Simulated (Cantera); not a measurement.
Moist CO burnout

A perfectly stirred reactor is fed with CO : O2 : H2O : N2 = 0.0028 : 0.092 : 0.0038 : 1 (molar parts), at 1.00 bar; it is held at 1125 K, and followed from long to short residence time.

Computed with Cantera and GRI-Mech 3.0 (53 species, 325 reactions).

```json
[
 {"τ (s)": "3.6", "x CO": "7.75e-5", "x O2": "0.0826", "x H2O": "0.00346", "x HO2": "3.42e-7", "x NO2": "6.69e-9", "x H": "8.41e-9", "x H2": "5.72e-8"},
 {"τ (s)": "1.5", "x CO": "0.000143", "x O2": "0.0826", "x H2O": "0.00346", "x HO2": "5.54e-7", "x NO2": "4.33e-9", "x H": "1.95e-8", "x H2": "1.15e-7"},
 {"τ (s)": "0.63", "x CO": "0.000259", "x O2": "0.0827", "x H2O": "0.00346", "x HO2": "8.54e-7", "x NO2": "2.46e-9", "x H": "4.38e-8", "x H2": "2.29e-7"},
 {"τ (s)": "0.26", "x CO": "0.000458", "x O2": "0.0828", "x H2O": "0.00346", "x HO2": "1.26e-6", "x NO2": "1.22e-9", "x H": "9.57e-8", "x H2": "4.48e-7"},
 {"τ (s)": "0.11", "x CO": "0.000759", "x O2": "0.0829", "x H2O": "0.00346", "x HO2": "1.72e-6", "x NO2": "5.38e-10", "x H": "1.91e-7", "x H2": "8.00e-7"},
 {"τ (s)": "0.045", "x CO": "0.00119", "x O2": "0.0831", "x H2O": "0.00345", "x HO2": "2.23e-6", "x NO2": "1.99e-10", "x H": "3.49e-7", "x H2": "1.30e-6"},
 {"τ (s)": "0.019", "x CO": "0.00166", "x O2": "0.0833", "x H2O": "0.00345", "x HO2": "2.65e-6", "x NO2": "6.54e-11", "x H": "5.26e-7", "x H2": "1.72e-6"},
 {"τ (s)": "0.0078", "x CO": "0.00209", "x O2": "0.0835", "x H2O": "0.00345", "x HO2": "2.87e-6", "x NO2": "1.73e-11", "x H": "6.30e-7", "x H2": "1.75e-6"},
 {"τ (s)": "0.0032", "x CO": "0.00238", "x O2": "0.0836", "x H2O": "0.00345", "x HO2": "2.72e-6", "x NO2": "3.13e-12", "x H": "5.10e-7", "x H2": "1.07e-6"}
]
```
x: mole fraction; the columns are a selection and need not sum to one.
